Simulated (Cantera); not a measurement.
Input: 1 mol SiHCl₃, 60 mol N₂, equilibrated at 10.0 mbar.

Cantera equilibrium calculation (NASA polynomials, part measured and part estimated; ideal gas, pure solids and liquids). Candidate condensed phases: NH₄Cl, Si, Si₃N₄; 28 gas species. The tables' values for SiCl₃, SiCl, SiN are old estimates; treat these amounts as uncertain. Equilibrium is a limit: real reactors are often held back by kinetics, nucleation or transport.

x: gas mole fraction; nothing condenses.

```tsv
T (°C)	x N₂	x SiCl₂	x HCl	x Cl	x H₂	x H	x Si
1377	0.968	0.0152	0.0147	0.000390	0.000719	2.44e-5	3.81e-7
1427	0.968	0.0154	0.0147	0.000637	0.000698	3.89e-5	9.42e-7
1477	0.968	0.0155	0.0146	…	0.000737	…	…
1527	0.967	0.0157	0.0144	…	…	…	…
1577	0.967	0.0157	0.0140	0.00186	0.000956	0.000167	1.71e-5
1627	0.966	0.0158	0.0136	0.00245	0.00111	0.000265	4.40e-5
1677	0.966	0.0157	0.0131	0.00317	0.00127	0.000409	0.000108
1727	0.965	0.0155	0.0126	0.00408	0.00141	0.000611	0.000248
1777	0.964	0.0151	0.0122	0.00527	0.00151	0.000881	0.000523
1827	0.963	0.0144	0.0117	0.00686	0.00154	0.00122	0.00100
```

Q: Complete the blanks.

A: 
- 1527, x Cl: 0.00137
- 1527, x H₂: 0.000826
- 1527, x H: 0.000103
- 1527, x Si: 6.45e-6
- 1477, x Cl: 0.000964
- 1477, x H: 6.31e-5
- 1477, x Si: 2.43e-6
